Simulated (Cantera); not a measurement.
A closed system holds: 1 mol SiHCl3, 0.032 mol HCl, 49 mol H2, held at 2200 °C and 65.0 mbar.

Method: chemical equilibrium by Gibbs-energy minimisation in Cantera with the NASA 1993 tables (ideal gas, pure condensed phases). Candidate condensed phases: Si; 19 gas species. The tables' values for SiCl are old estimates; treat these amounts as uncertain. Gases not in the tables: Si2H6 and higher silanes. Rates play no part.

Base state: H2 0.848, H 0.0806, HCl 0.0495, Si 0.0150, Cl 0.00333, SiCl2 0.00110, SiH 0.000971, SiCl 0.000963 (mole fractions); condensed: gas only.

Problem. What changes in the equilibrium state with this change: HCl from 0.032 to 3.3 mol?

Solution. 
| species | before | after |
|---|---|---|
| H2 | 0.848 | 0.803 |
| HCl | 0.0495 | 0.0950 |
| H | 0.0806 | 0.0784 |
| Si | 0.0150 | 0.0116 |
| SiCl2 | 0.00110 | 0.00330 |
| Cl | 0.00333 | 0.00657 |
| Si2 | 9.71e-5 | 5.82e-5 |
| SiCl | 0.000963 | 0.00147 |
